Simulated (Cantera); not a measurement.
An isothermal, constant-pressure homogeneous reactor starts with H₂ : O₂ = 0.29 : 1 (molar parts), at 1275 K and 0.0375 atm.

Cantera simulation using the H2/O2 subset of GRI-Mech 3.0, which has no nitrogen chemistry; the numbers are that mechanism's predictions, not measurements. Radical loss at walls, strong at low pressure, is not modelled. The temperature is held fixed by assumption; the heat of reaction is taken as removed at once.

x: mole fraction; the columns are a selection and need not sum to one.

```tsv
t (s)	x H₂	x O₂	x O	x OH	x H₂O	x HO₂
0.000400	0.0161	0.654	0.0750	0.0150	0.166	2.14e-5
0.000768	0.0104	0.667	0.0672	0.0128	0.188	2.26e-5
0.00147	0.00748	0.694	0.0450	0.0110	0.212	2.39e-5
0.00283	0.00376	0.722	0.0213	0.00788	0.235	2.27e-5
0.00543	0.00122	0.738	0.00675	0.00448	0.247	?
0.0104	0.000314	0.744	0.00172	0.00227	0.251	?
0.0200	8.18e-5	0.746	0.000453	0.00117	0.252	?
0.0384	2.44e-5	0.746	0.000137	0.000644	0.253	?
0.0737	8.38e-6	0.747	4.80e-5	0.000381	0.253	?
0.141	3.24e-6	0.747	1.88e-5	0.000239	0.253	?
0.271	1.36e-6	0.747	8.03e-6	0.000156	0.253	?
0.521	6.14e-7	0.747	3.65e-6	0.000105	0.253	?
1.00	2.95e-7	0.747	1.76e-6	7.30e-5	0.253	?
```

Q: Complete the blanks.

A: 
- 0.00543, x HO₂: 1.63e-5
- 0.0104, x HO₂: 8.11e-6
- 0.0200, x HO₂: 3.13e-6
- 0.0384, x HO₂: 1.16e-6
- 0.0737, x HO₂: 4.56e-7
- 0.141, x HO₂: 1.97e-7
- 0.271, x HO₂: 9.69e-8
- 0.521, x HO₂: 5.81e-8
- 1.00, x HO₂: 4.60e-8
